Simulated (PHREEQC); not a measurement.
Solution (88 °C): 0.14 mol/kgw CsOH and 0.00089 mol/kgw K2CO3. Closed to the air; pH follows from the charge balance.

All values are PHREEQC results (ion-association model, wateq4f.dat), not measurements.

Each row changes one thing in this solution. This is a speciation only: nothing precipitates in the calculation.

| case | pH | ionic strength (mol/kgw) | HCO3- (mol/kgw) | CO2 (mol/kgw) |
|---|---|---|---|---|
| as made | 11.46 | 0.143 | 1.67e-5 | 9.71e-11 |
| 0.0026 mol/kgw MnSO4 added | 11.45 | 0.148 | 1.56e-5 | 9.26e-11 |
| CsOH left out | 9.32 | 0.00192 | 0.000753 | 8.01e-7 |
| temperature from 88 to 75 °C | 11.71 | 0.143 | 9.56e-6 | 2.84e-11 |

Some of these states are supersaturated (in Rhodochrosite, for instance). Constants without temperature data keep their 25 °C values here.
